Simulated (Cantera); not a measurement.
What does this Cantera script print?

```python
import numpy as np
import cantera as ct

gas_names = """
    C CH CH2 CH3 CH2OH CH3O CH4 CH3OH CO CO2 COOH C2 C2H CHCO,ketyl C2H2,acetylene C2H2,vinylidene
    CH2CO,ketene C2H3,vinyl CH3CO,acetyl C2H4 C2H4O,ethylen CH3CHO,ethanal CH3COOH (HCOOH)2 C2H5 C2H6
    CH3OCH3 C2H5OH C2O C3 C3H3,propargyl C3H4,allene C3H4,propyne C3H4,cyclo- C3H5,allyl C3H6,propylene
    C3H6,cyclo- C3H6O C3H7,n-propyl C3H7,i-propyl C3H8 C3H8O,1propanol C3H8O,2propanol C3O2 C4 C4H2
    C4H4,1,3-cyclo- C4H6,butadiene C4H6,2-butyne C4H6,cyclo- C4H8,1-butene C4H8,cis2-buten
    C4H8,tr2-butene C4H8,isobutene C4H8,cyclo- (CH3COOH)2 C4H9,n-butyl C4H9,i-butyl C4H9,s-butyl
    C4H9,t-butyl C4H10,isobutane C4H10,n-butane C5 C5H6,1,3cyclo- C5H8,cyclo- C5H10,1-pentene
    C5H10,cyclo- C5H11,pentyl C5H11,t-pentyl C5H12,n-pentane C5H12,i-pentane CH3C(CH3)2CH3 C6H2
    C6H5,phenyl C6H5O,phenoxy C6H6 C6H5OH,phenol C6H10,cyclo- C6H12,1-hexene C6H12,cyclo- C6H13,n-hexyl
    C7H7,benzyl C7H8 C7H8O,cresol C7H14,1-heptene C7H15,n-heptyl C7H16,n-heptane C8H8,styrene
    C8H10,ethylbenz C8H16,1-octene C8H17,n-octyl C8H18,isooctane C8H18,n-octane C9H19,n-nonyl
    C10H8,naphthale C10H21,n-decyl C12H9,o-bipheny C12H10,bipheny Cu CuO Cu2 H HCO HO2 H2
    HCHO,formaldehy HCOOH H2O H2O2 O OH O2 O3
""".split()
cond_names = """
    C(gr) C6H6(L) C7H8(L) C8H18(L),n-octa Cu(cr) Cu(L) CuO(s) CuO2H2(s) Cu2O(s) Cu2O(L) H2O(s) H2O(L)
""".split()


def load(file, names, dense=False):
    # The tables refer to 1 bar. Condensed volumes are neglected.
    table = {s.name: s for s in ct.Species.list_from_file(file)}
    out = []
    for n in names:
        d = dict(table[n].input_data)
        d["thermo"] = dict(d["thermo"], **{"reference-pressure": 1e5})
        if dense:
            d["equation-of-state"] = {"model": "constant-volume", "density": "1e6 g/cm^3"}
        out.append(ct.Species.from_dict(d))
    return out


gas = ct.Solution(thermo="ideal-gas", species=load("nasa_gas.yaml", gas_names))
cond = {s.name: ct.Solution(thermo="fixed-stoichiometry", species=[s], name=s.name)
        for s in load("nasa_condensed.yaml", cond_names, dense=True)}
atoms = {
    'Cu2O': {'Cu': 2, 'O': 1},
    'CH4': {'C': 1, 'H': 4},
    'CO': {'C': 1, 'O': 1},
}
top_T = {'C(gr)': 4500, 'CuO(s)': 1390}  # K; cautious upper limits of use, not melting points


def equilibrate(T, P, feed):
    n = {}
    for name, mol in feed.items():
        for a, k in atoms[name].items():
            n[a] = n.get(a, 0.0) + k * mol
    gas.TPX = T, P, n
    mass = sum(n.values()) * gas.mean_molecular_weight
    gas.equilibrate("TP")
    valid = [c for c in cond.values() if c.min_temp <= T <= top_T.get(c.name, c.max_temp)]
    mix = ct.Mixture([(gas, mass / gas.mean_molecular_weight)] + [(c, 0.0) for c in valid])
    mix.T, mix.P = T, P
    mix.equilibrate("TP", solver="vcs", rtol=1e-11, max_steps=5000)
    return mix


results = []
feed = {'Cu2O': 1, 'CH4': 1.1, 'CO': 0.74}  # mol
T = 1823.15  # K
P = 1000  # Pa
mix = equilibrate(T, P, feed)
results.append((T, P, feed, dict(zip(mix.species_names, mix.species_moles))))
x = sorted(zip(gas.X, gas.species_names), reverse=True)
print(f"T = {T:g} K  P = {P:g} Pa  gas = {mix.phase_moles(0):.4g} mol")
print("   x: " + "  ".join(f"{s} {v:.3e}" for v, s in x if v > 0.0001))
print("   condensed (mol): " + ("  ".join(f"{mix.phase(i).name} {mix.phase_moles(i):.4g}"
      for i in range(1, mix.n_phases) if mix.phase_moles(i) > 1e-12) or "none"))
```

Result:

```
T = 1823.15 K  P = 1000 Pa  gas = 4.247 mol
   x: H2 5.164e-01  CO 4.097e-01  Cu 7.051e-02  H 3.117e-03  Cu2 1.492e-04  C2H2,acetylene 1.093e-04
   condensed (mol): C(gr) 0.09907  Cu(L) 1.699
```

Equilibrium computed with Cantera from the NASA thermochemical tables; the gas is ideal and each condensed phase is pure.
